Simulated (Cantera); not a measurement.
An isothermal plug-flow reactor at 723 K and 2.30 bar (inlet), inlet velocity 0.13 m/s, active area per volume 300 1/m; feed CO : O2 : N2 = 0.0045 : 0.096 : 0.79 (molar parts).

Computed with Cantera and Deutschmann's 1995 Pt surface mechanism with GRI-Mech 3.0 gas chemistry. Catalytic surfaces can have several steady states; this one follows from the mechanism file's or the stated starting coverage. Mass transfer to the wall is taken as infinitely fast.

What does this change do: N2 0.79 to 0.3 parts?


```
quantity                 before    after
----------------------  -------  -------
x(CO) at z = 0.023 m    0.00104  0.00450
x(O2) at z = 0.023 m      0.106    0.237
x(H2O) at z = 0.023 m    <1e-12   <1e-12
x(CO2) at z = 0.023 m   0.00402  0.00678
θ(free Pt) at the exit  0.00837  0.00629
θ(O*) at the exit         0.992    0.993
```

What does this change do: pressure from 2.30 bar to 6.40 bar?


| quantity | before | after |
|---|---|---|
| x(CO) at z = 0.023 m | 0.00104 | 0.00230 |
| x(O2) at z = 0.023 m | 0.106 | 0.107 |
| x(H2O) at z = 0.023 m | <1e-12 | <1e-12 |
| x(CO2) at z = 0.023 m | 0.00402 | 0.00276 |
| θ(free Pt) at the exit | 0.00837 | 0.00584 |
| θ(O*) at the exit | 0.992 | 0.994 |
